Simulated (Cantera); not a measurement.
Input: 1 mol Al, 0.046 mol O₂, 160 mol H₂, at 84000 Pa.

Equilibrium computed with Cantera from the NASA thermochemical tables; the gas is ideal and each condensed phase is pure. Candidate condensed phases: Al, Al₂O₃, H₂O; 19 gas species. Mutual solubility and eutectic melting of coexisting phases are not modelled. Kinetics and transport are ignored.

Task: Which condensed phases are stable at each of these points (T (°C)): 552, 652, 752, 852, 952, 1052, 1152, 1252, 1352, 1452, 1552, 1652?

Result: 
```json
[
 {"T (°C)": "552", "condensed phases": "Al(s) + Al₂O₃(s)", "Al condensed (%)": "100.0"},
 {"T (°C)": "652", "condensed phases": "Al(s) + Al₂O₃(s)", "Al condensed (%)": "100.0"},
 {"T (°C)": "752", "condensed phases": "Al(l) + Al₂O₃(s)", "Al condensed (%)": "100.0"},
 {"T (°C)": "852", "condensed phases": "Al(l) + Al₂O₃(s)", "Al condensed (%)": "100.0"},
 {"T (°C)": "952", "condensed phases": "Al(l) + Al₂O₃(s)", "Al condensed (%)": "100.0"},
 {"T (°C)": "1052", "condensed phases": "Al(l) + Al₂O₃(s)", "Al condensed (%)": "100.0"},
 {"T (°C)": "1152", "condensed phases": "Al(l) + Al₂O₃(s)", "Al condensed (%)": "99.8"},
 {"T (°C)": "1252", "condensed phases": "Al(l) + Al₂O₃(s)", "Al condensed (%)": "98.7"},
 {"T (°C)": "1352", "condensed phases": "Al(l) + Al₂O₃(s)", "Al condensed (%)": "93.6"},
 {"T (°C)": "1452", "condensed phases": "Al(l) + Al₂O₃(s)", "Al condensed (%)": "73.1"},
 {"T (°C)": "1552", "condensed phases": "Al(l)", "Al condensed (%)": "53.8"},
 {"T (°C)": "1652", "condensed phases": "Al(l)", "Al condensed (%)": "7.4"}
]
```

From 552 °C to 652 °C the condensed part is Al(s) + Al₂O₃(s). From 752 °C to 1452 °C the condensed part is Al(l) + Al₂O₃(s). From 1552 °C to 1652 °C the condensed part is Al(l).
